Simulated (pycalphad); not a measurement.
CALPHAD calculation (pycalphad, COST 507 light-alloy database (1999)), 1 atm. The data set is of 1999 and partly superseded. Phase fractions are per mole of atoms.

Task: Give the equilibrium state of Al-1.408Si-0.818C (wt.%) at 1770 K.

Result: LIQUID, fraction 0.963, with 1.4 Si, 0.11 C wt.%; AL4C3, fraction 0.037, with 0.09 Si, 25.0 C wt.%.

Task: Give the equilibrium state of Al-1.408Si-0.818C (wt.%) at 650 K.

Result: FCC_A1, fraction 0.949, with 0.19 Si, <0.01 C wt.%; AL8SIC7, fraction 0.042, with 8.6 Si, 25.6 C wt.%; DIAMOND_A4, fraction 0.009, with >99.99 Si, <0.01 C wt.%.

Database names, with the compositions (at.%) that they take in these runs: AL4C3: Al 57 C 43; AL8SIC7: Al 50 C 44 Si 6. FCC_A1 is fcc; DIAMOND_A4 is diamond (Si).
